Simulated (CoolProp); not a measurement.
Vapour-liquid equilibrium of CH2F2 (R32) (1) + R143a (2) at 6.32 bar; x and y are mole fractions of (1).

Computed with CoolProp (multi-fluid Helmholtz-energy mixture model, Tillner-Roth 1997 and Lemmon and Jacobsen 2000; pair parameters Bell 2016).

```json
[
 {"x": "0.05", "bubble temperature (°C)": "-0.4", "y at the bubble point": "0.075", "dew temperature at overall composition x (°C)": "-0.1", "liquid density (mol/L)": "12.45"},
 {"x": "0.15", "bubble temperature (°C)": "-2.3", "y at the bubble point": "0.209", "dew temperature at overall composition x (°C)": "-1.5", "liquid density (mol/L)": "13.06"},
 {"x": "0.25", "bubble temperature (°C)": "-3.8", "y at the bubble point": "0.323", "dew temperature at overall composition x (°C)": "-2.9", "liquid density (mol/L)": "13.71"},
 {"x": "0.35", "bubble temperature (°C)": "-5.0", "y at the bubble point": "0.425", "dew temperature at overall composition x (°C)": "-4.1", "liquid density (mol/L)": "14.40"},
 {"x": "0.45", "bubble temperature (°C)": "-6.0", "y at the bubble point": "0.516", "dew temperature at overall composition x (°C)": "-5.3", "liquid density (mol/L)": "15.16"},
 {"x": "0.55", "bubble temperature (°C)": "-6.7", "y at the bubble point": "0.601", "dew temperature at overall composition x (°C)": "-6.3", "liquid density (mol/L)": "15.98"},
 {"x": "0.65", "bubble temperature (°C)": "-7.3", "y at the bubble point": "0.683", "dew temperature at overall composition x (°C)": "-7.1", "liquid density (mol/L)": "16.87"},
 {"x": "0.75", "bubble temperature (°C)": "-7.7", "y at the bubble point": "0.766", "dew temperature at overall composition x (°C)": "-7.6", "liquid density (mol/L)": "17.85"},
 {"x": "0.85", "bubble temperature (°C)": "-7.8", "y at the bubble point": "0.852", "dew temperature at overall composition x (°C)": "-7.8", "liquid density (mol/L)": "18.94"},
 {"x": "0.95", "bubble temperature (°C)": "-7.8", "y at the bubble point": "0.947", "dew temperature at overall composition x (°C)": "-7.8", "liquid density (mol/L)": "20.13"}
]
```

y crosses x between x = 0.85 and 0.95: the model has an azeotrope there.

The pair parameters rest on a limited set of measurements; away from them the model extrapolates.
